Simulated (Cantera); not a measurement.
A closed system holds: 1 mol CHF3, 0.023 mol F2, held at 1902 °C.

Method: chemical equilibrium by Gibbs-energy minimisation in Cantera with the NASA 1993 tables (ideal gas, pure condensed phases). Candidate condensed phases: C, C6H6, C7H8, C8H18; 95 gas species. Rates play no part.

Task: At 0.0510 Torr, list the 4 most abundant gas species with their mole fractions, and the condensed phases.

Result: F 0.613, HF 0.341, CF2 0.0392, CF 0.00628. Condensed: C(graphite).
